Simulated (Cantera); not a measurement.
A diamond (100) surface in a fixed gas of H2 with x(CH4) = 0.0048, x(H) = 0.0017, x(CH3) = 0.00011, 0.0987 atm; coverages are run to steady state.

Model: the Harris–Goodwin 1993 mechanism for the reconstructed diamond (100) surface, integrated in Cantera.

θ: site fractions in the mechanism's names (c6HH fully hydrogenated, c6H* and c6*H radical sites, c6** diradical, c6HM methylated).

```tsv
T (K)	growth (µm/h)	θ c6HH	θ c6H*	θ c6*H	θ c6**	θ c6HM
900	3.20	0.649	0.00981	0.274	0.00399	0.0506
950	4.21	0.611	0.0134	0.317	0.00610	0.0402
1000	?	0.574	?	?	?	?
1050	5.75	0.538	0.0221	0.394	0.0122	0.0229
1100	5.38	0.507	0.0270	0.428	0.0162	0.0144
1150	4.10	0.478	0.0323	0.457	0.0206	0.00738
1200	2.78	0.451	0.0376	0.480	0.0253	0.00314
1250	2.00	0.427	0.0427	0.498	0.0299	0.00122
1300	1.68	0.406	?	0.510	?	?
1350	1.56	0.389	0.0526	0.519	0.0384	0.000177
1400	1.38	0.376	0.0572	0.524	0.0420	6.75e-5
```

Problem. What belongs in the gaps?

Solution. 
- 1000, growth (µm/h): 5.18
- 1000, θ c6H*: 0.0175
- 1000, θ c6*H: 0.357
- 1000, θ c6**: 0.00883
- 1000, θ c6HM: 0.0314
- 1300, θ c6H*: 0.0478
- 1300, θ c6**: 0.0344
- 1300, θ c6HM: 0.000464
